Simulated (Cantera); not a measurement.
# Stirred combustor or abatement burner

A perfectly stirred reactor is fed with 17.1 % CO, 1.23 % H2, 15.4 % O2, 57.9 % N2, 8.37 % H2O, at 1.70 bar; it is adiabatic with a 675 K inlet, and is followed from long to short residence time, starting on the burning branch (τ in s: 0.053, 0.02, 0.0075, 0.0028, 0.0011, 0.0004, 0.00015, 5.7e-05, 2.1e-05, 8.1e-06).

Cantera simulation using GRI-Mech 3.0 (53 species, 325 reactions); the numbers are that mechanism's predictions, not measurements.

```json
[
 {"τ (s)": "0.053", "T (K)": "2071", "x CO": "0.00245", "x H2": "0.000256", "x O2": "0.0690", "x H2O2": "9.55e-8", "x NO2": "4.20e-7"},
 {"τ (s)": "0.020", "T (K)": "2058", "x CO": "0.00383", "x H2": "0.000388", "x O2": "0.0696", "x H2O2": "1.12e-7", "x NO2": "2.40e-7"},
 {"τ (s)": "0.0075", "T (K)": "2032", "x CO": "0.00650", "x H2": "0.000650", "x O2": "0.0706", "x H2O2": "1.49e-7", "x NO2": "1.37e-7"},
 {"τ (s)": "0.0028", "T (K)": "1988", "x CO": "0.0111", "x H2": "0.00111", "x O2": "0.0723", "x H2O2": "2.19e-7", "x NO2": "7.00e-8"},
 {"τ (s)": "0.0011", "T (K)": "1924", "x CO": "0.0177", "x H2": "0.00175", "x O2": "0.0750", "x H2O2": "3.34e-7", "x NO2": "3.54e-8"},
 {"τ (s)": "0.00040", "T (K)": "1822", "x CO": "0.0283", "x H2": "0.00264", "x O2": "0.0796", "x H2O2": "5.80e-7", "x NO2": "1.96e-8"},
 {"τ (s)": "0.00015", "T (K)": "1665", "x CO": "0.0466", "x H2": "0.00333", "x O2": "0.0881", "x H2O2": "1.22e-6", "x NO2": "1.21e-8"},
 {"τ (s)": "5.7e-5", "T (K)": "675", "x CO": "0.171", "x H2": "0.0123", "x O2": "0.154", "x H2O2": "<1e-12", "x NO2": "<1e-12"},
 {"τ (s)": "2.1e-5", "T (K)": "675", "x CO": "0.171", "x H2": "0.0123", "x O2": "0.154", "x H2O2": "<1e-12", "x NO2": "<1e-12"},
 {"τ (s)": "8.1e-6", "T (K)": "675", "x CO": "0.171", "x H2": "0.0123", "x O2": "0.154", "x H2O2": "<1e-12", "x NO2": "<1e-12"}
]
```
x: mole fraction; the columns are a selection and need not sum to one.
